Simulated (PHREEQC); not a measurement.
**Ultrapure water in contact with air or piping: speciation**

A made-up water analysis in mg/L, 25 °C, pH 6.62, pe -1.5:

```json
[
 {"constituent": "Na", "mg/L": "0.0499"},
 {"constituent": "K", "mg/L": "0.0039"},
 {"constituent": "Ca", "mg/L": "0.0245"},
 {"constituent": "Mg", "mg/L": "0.00066"},
 {"constituent": "Cl", "mg/L": "0.00595"},
 {"constituent": "S(6) as SO4", "mg/L": "0.119"},
 {"constituent": "Alkalinity as HCO3", "mg/L": "0.0506"},
 {"constituent": "B", "mg/L": "0.000186"},
 {"constituent": "Ba", "mg/L": "0.00014"},
 {"constituent": "Br", "mg/L": "0.000156"},
 {"constituent": "Sr", "mg/L": "0.000408"},
 {"constituent": "Mn(2)", "mg/L": "0.00109"}
]
```

Valence states are taken as typed.

Computed with PHREEQC (ion-association model, wateq4f.dat).

```
Item                            Value
--------------------  ---------------
ionic strength        5.68e-6 mol/kgw
charge-balance error            1.6 %
```

```
species  molality  activity   log γ
-------  --------  --------  ------
Na+       2.17e-6   2.16e-6  -0.001
SO4-2     1.24e-6   1.22e-6  -0.005
HCO3-     1.03e-6   1.02e-6  -0.001
Ca+2      6.11e-7   6.04e-7  -0.005
CO2       5.53e-7   5.53e-7   0.000
H+        2.41e-7   2.40e-7  -0.001
Cl-       1.68e-7   1.67e-7  -0.001
K+        9.97e-8   9.95e-8  -0.001
OH-       4.19e-8   4.17e-8  -0.001
Mg+2      2.71e-8   2.68e-8  -0.005
Mn+2      1.98e-8   1.96e-8  -0.005
H3BO3     1.72e-8   1.72e-8   0.000
Sr+2      4.66e-9   4.60e-9  -0.005
```

No solid was allowed to form.
